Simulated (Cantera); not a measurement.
An isothermal plug-flow reactor at 450 K and 2.50 bar (inlet), inlet velocity 3 m/s, active area per volume 160 1/m; feed H₂ : O₂ : N₂ = 0.023 : 0.19 : 0.79 (molar parts).

Model: Deutschmann's 1995 Pt surface mechanism with GRI-Mech 3.0 gas chemistry, integrated in Cantera. Catalytic surfaces can have several steady states; this one follows from the mechanism file's or the stated starting coverage. Mass transfer to the wall is taken as infinitely fast.

Q: What does this change do: inlet velocity 3 to 2.4 m/s?

A: 
| quantity | before | after |
|---|---|---|
| x(H₂) at z = 0.035 m | 0.00248 | 0.00202 |
| x(O₂) at z = 0.035 m | 0.181 | 0.181 |
| x(H₂O) at z = 0.035 m | 0.0207 | 0.0212 |
| θ(free Pt) at the exit | 0.0187 | 0.0153 |
| θ(O*) at the exit | 0.902 | 0.912 |
| θ(OH*) at the exit | 0.0788 | 0.0721 |

Q: What does this change do: N2 0.79 to 0.54 parts?

A: 
| quantity | before | after |
|---|---|---|
| x(H₂) at z = 0.035 m | 0.00248 | 0.00330 |
| x(O₂) at z = 0.035 m | 0.181 | 0.242 |
| x(H₂O) at z = 0.035 m | 0.0207 | 0.0277 |
| θ(free Pt) at the exit | 0.0187 | 0.0187 |
| θ(O*) at the exit | 0.902 | 0.890 |
| θ(OH*) at the exit | 0.0788 | 0.0904 |

Q: What does this change do: N2 0.79 to 2.3 parts?

A: 
| quantity | before | after |
|---|---|---|
| x(H₂) at z = 0.035 m | 0.00248 | 0.000987 |
| x(O₂) at z = 0.035 m | 0.181 | 0.0718 |
| x(H₂O) at z = 0.035 m | 0.0207 | 0.00820 |
| θ(free Pt) at the exit | 0.0187 | 0.0188 |
| θ(O*) at the exit | 0.902 | 0.930 |
| θ(OH*) at the exit | 0.0788 | 0.0505 |
